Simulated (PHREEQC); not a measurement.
A PHREEQC input (ion-association model, phreeqc.dat):

```
SOLUTION 1
  temp 6.7
  units mg/L
  pH 6.98
  pe 8.8
  Na 5.31
  K 3.88
  Ca 3.14
  Mg 0.956
  Cl 6.08
  S(6) 16.1 as SO4
  Alkalinity 4.05 as HCO3 charge
  Br 0.67
END
USE solution 1
EQUILIBRIUM_PHASES 1
  Quartz 0 0.5
  Gypsum 0 0
  CO2(g) -2.5 10
END
```

It stops with these messages:

```
ERROR: Alkalinity cannot be used with charge balance or solution phase boundary constraints.
ERROR: Program terminating due to input errors.
```

The fault: charge balance asked on alkalinity. The line should read `as HCO3` where the input has `as HCO3 charge`. With the mend the run ends at pH 6.03 and ionic strength 0.000850 mol/kgw.
